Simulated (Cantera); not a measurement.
What does this Cantera script print?

```python
import numpy as np
import cantera as ct

gas = ct.Solution("gri30.yaml", transport_model="multicomponent")
show = ['NO', 'CH4', 'H2']

rows = []
print(f"{'T/K':>7s}{'rho':>11s}{'cp':>10s}{'mu':>11s}{'lambda':>11s}{'Pr':>7s}" + "".join(f"{'D_' + s:>11s}" for s in show))
for T in [400, 500, 600, 700, 800, 900, 1000]:
    gas.TPX = T, 1000000, {'C2H4': 0.13}
    Pr = gas.cp_mass * gas.viscosity / gas.thermal_conductivity
    D = [gas.mix_diff_coeffs_mole[gas.species_index(s)] for s in show]
    rows.append([gas.density, gas.cp_mass, gas.viscosity, gas.thermal_conductivity, Pr, *D])
    print(f"{T:7g}{gas.density:11.4e}{gas.cp_mass:10.1f}{gas.viscosity:11.4e}"
          f"{gas.thermal_conductivity:11.4e}{Pr:7.3f}" + "".join(f"{d:11.4e}" for d in D))
print("SI units: kg/m3, J/kg/K, Pa s, W/m/K, m2/s")
```

It prints:

```
    T/K        rho        cp         mu     lambda     Pr       D_NO      D_CH4       D_H2
    400 8.4353e+00    1876.5 1.3349e-05 3.3468e-02  0.748 2.7169e-06 2.9506e-06 1.0384e-05
    500 6.7482e+00    2220.0 1.6342e-05 4.8402e-02  0.750 4.0470e-06 4.4289e-06 1.5243e-05
    600 5.6235e+00    2528.6 1.9101e-05 6.4386e-02  0.750 5.5717e-06 6.1300e-06 2.0786e-05
    700 4.8202e+00    2785.0 2.1665e-05 8.0425e-02  0.750 7.2766e-06 8.0365e-06 2.6966e-05
    800 4.2177e+00    2990.8 2.4066e-05 9.5982e-02  0.750 9.1507e-06 1.0135e-05 3.3750e-05
    900 3.7490e+00    3167.1 2.6332e-05 1.1128e-01  0.749 1.1185e-05 1.2416e-05 4.1109e-05
   1000 3.3741e+00    3354.1 2.8480e-05 1.2754e-01  0.749 1.3373e-05 1.4869e-05 4.9019e-05
SI units: kg/m3, J/kg/K, Pa s, W/m/K, m2/s
```

Cantera simulation using GRI-Mech 3.0 (53 species, 325 reactions); the numbers are that mechanism's predictions, not measurements.
